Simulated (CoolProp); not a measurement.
A closed Brayton cycle with carbon dioxide: compressor inlet 315.15 K and 9.8 MPa, high pressure 28.7 MPa, turbine inlet 640 K, compressor efficiency 0.85, turbine efficiency 0.93, recuperator effectiveness 0.8 (on enthalpy, no pinch check). Each further row changes one setting.

The numbers come from the reference Helmholtz-energy equation of state, Span 1996 in CoolProp.

```
case                           thermal efficiency (%)  net work (kJ/kg)  compressor to turbine work  compressor exit (K)  turbine exit (K)
-----------------------------  ----------------------  ----------------  --------------------------  -------------------  ----------------
as stated                                         ___              71.6                        0.32                358.9             524.4
turbine inlet 590 K                              24.6              60.0                         ___                358.9               ___
compressor inlet 325.15 K                        24.8               ___                         ___                400.2             524.4
high pressure 24.4 MPa                            ___               ___                        0.29                351.5             541.5
recuperator effectiveness 0.5                    21.8              71.6                        0.32                358.9             524.4
```

Task: Complete the blanks.

Result: 
- as stated, thermal efficiency (%): 26.9
- turbine inlet 590 K, compressor to turbine work: 0.36
- turbine inlet 590 K, turbine exit (K): 479.1
- compressor inlet 325.15 K, net work (kJ/kg): 57.1
- compressor inlet 325.15 K, compressor to turbine work: 0.46
- high pressure 24.4 MPa, thermal efficiency (%): 25.6
- high pressure 24.4 MPa, net work (kJ/kg): 64.6
